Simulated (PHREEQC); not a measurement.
Consider water at 25 °C with 2.9 mmol/kgw HF, 18 mmol/kgw NH4F, 4.6 mmol/kgw H2SiF6 and 20 mmol/kgw TMAH. Closed to the air; pH follows from the charge balance.

Equilibrium calculation in PHREEQC: ion-association model, phreeqc.dat.

Precipitation was switched off in this run.

**Question.** Estimate the pH.

**Answer.** pH 5.25.

**Question.** In which forms is Si present?

**Answer.** SiF6-2 56 %, H4SiO4 44 % of the Si.

Saturation is exceeded, for instance for Quartz (slow to form), Chalcedony (slow to form); the values hold only as long as no solid forms. (CH3)4N+ isn't in the database: it is added as a free cation with an ion size of 4 Å. SiF6-2 is the database's only silicon fluoride.
